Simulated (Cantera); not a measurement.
Feed: 1 mol Si, 0.49 mol H2O, 20 mol H2, held at 1000 Pa.

Equilibrium computed with Cantera from the NASA thermochemical tables; the gas is ideal and each condensed phase is pure. Candidate condensed phases: H2O, Si, SiO2; 18 gas species. Gases not in the tables: Si2H6 and higher silanes. Kinetics and transport are ignored.

log p: log10 of the partial pressure in bar; n: condensed amount in mol.

```csv
T (K),log p H2,log p SiO,log p H,log p Si,log p SiH2,n Si(s),n Si(l)
1550,-2.01,-3.63,-5.51,-7.48,-7.56,0.510,0
1575,-2.01,-3.63,-5.39,-7.24,-7.44,0.510,0
1600,-2.01,-3.63,-5.27,-7.01,-7.31,0.510,0
1625,-2.01,-3.63,[?],[?],[?],0.509,0
1650,-2.01,-3.63,-5.05,-6.57,-7.07,0.509,0
1675,-2.01,-3.63,[?],[?],[?],0.509,0
1700,-2.01,-3.63,-4.84,-6.17,-6.86,0,0.508
1725,-2.01,-3.63,-4.74,-5.99,-6.77,0,0.507
1750,-2.01,-3.63,-4.64,-5.82,-6.69,0,0.506
```

### Question
Some entries are withheld; supply them.

### Answer

- 1675, log p H: -4.94
- 1675, log p Si: -6.36
- 1675, log p SiH2: -6.96
- 1625, log p H: -5.16
- 1625, log p Si: -6.79
- 1625, log p SiH2: -7.19
